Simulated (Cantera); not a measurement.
Mixture: CH₄ : C₂H₆ : C₃H₈ : O₂ : N₂ : H₂O = 1 : 0.13 : 0.34 : 2.77 : 10.4 : 1.1 (molar parts), equivalence ratio 1.5, at 1.80 bar, adiabatic and at constant volume. Ignition delay is the time to a rise of 400 K.

Detailed kinetics in Cantera: GRI-Mech 3.0 (53 species, 325 reactions). GRI-Mech 3.0 was tuned for natural gas; its chemistry of propane as a main component is partial and can be far from experiment.

Question: Predict: delay at 1275 K; delay at 1375 K; delay at 1475 K; delay at 1575 K; apparent activation energy between 1525 and 1625 K.

Answer: 
```json
{
 "delay at 1275 K": "1.18 ms",
 "delay at 1375 K": "0.305 ms",
 "delay at 1475 K": "0.101 ms",
 "delay at 1575 K": "41.7 µs",
 "apparent activation energy between 1525 and 1625 K": "160 kJ/mol"
}
```
